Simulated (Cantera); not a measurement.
**AlBr3 + N2O + H2 (aluminium nitride and oxide growth)**

Feed: 1 mol AlBr3, 8.4 mol N2O, a varied amount of H2, equilibrated at 1373 K and 7.50 Torr.

Method: chemical equilibrium by Gibbs-energy minimisation in Cantera with the NASA 1993 tables (ideal gas, pure condensed phases). Candidate condensed phases: Al, AlBr3, AlN, Al2O3, Br2, H2O; 41 gas species. Equilibrium is a limit: real reactors are often held back by kinetics, nucleation or transport.

From 3.4 mol H2 to 250 mol H2 the condensed part is Al2O3(s).

| n(H2) (mol) | log p H2 | log p N2 | log p H2O | log p HBr | log p Br | log p O2 | n Al2O3(s) |
|---|---|---|---|---|---|---|---|
| 3.4 | -7.77 | -2.29 | -2.71 | -3.51 | -2.87 | -2.94 | 0.500 |
| 5 | -7.50 | -2.31 | -2.56 | -3.41 | -2.91 | -3.19 | 0.500 |
| 7.4 | -6.72 | -2.34 | -2.43 | -3.16 | -3.05 | -4.47 | 0.500 |
| 11 | -2.90 | -2.40 | -2.48 | -2.85 | -4.65 | -12.22 | 0.500 |
| 16 | -2.53 | -2.49 | -2.57 | -2.94 | -4.92 | -13.14 | 0.500 |
| 24 | -2.34 | -2.61 | -2.69 | -3.06 | -5.14 | -13.77 | 0.500 |
| 36 | -2.22 | -2.74 | -2.82 | -3.19 | -5.33 | <-14 | 0.500 |
| 53 | -2.15 | -2.87 | -2.96 | -3.32 | -5.50 | <-14 | 0.500 |
| 78 | -2.10 | -3.02 | -3.11 | -3.47 | -5.67 | <-14 | 0.500 |
| 120 | -2.07 | -3.19 | -3.27 | -3.64 | -5.85 | <-14 | 0.500 |
| 170 | -2.05 | -3.33 | -3.42 | -3.78 | -6.00 | <-14 | 0.500 |
| 250 | -2.03 | -3.49 | -3.58 | -3.94 | -6.17 | <-14 | 0.500 |
log p: log10 of the partial pressure in bar; n: condensed amount in mol.
